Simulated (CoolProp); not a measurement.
n-perfluorohexane along the isotherm 450 K: density (kg/m³) from the reference equation and from simpler models built on Tc = 448.0 K, pc = 1742 kPa, ω = 0.497; each cubic takes its own stable root.

Model: reference Helmholtz-energy equation of state, Gao 2022, in CoolProp.

```csv
p (kPa),phase,reference
55.1,gas,5.034
104,gas,9.597
198,gas,18.64
375,gas,36.77
711,gas,76.33
1350,gas,189.8
2560,supercritical,1022
4850,supercritical,1167
9190,supercritical,1273
17400,supercritical,1375
```

Q: How far does each simpler model (van der Waals, Redlich-Kwong) lie from the reference over these 10 states: mean and median of the absolute difference, and the worst?

A: 
- van der Waals: mean 14.1 %, median 5.1 %, worst -34.5 % at 450 K and 2560 kPa
- Redlich-Kwong: mean 6.2 %, median 1.9 %, worst -21.5 % at 450 K and 2560 kPa
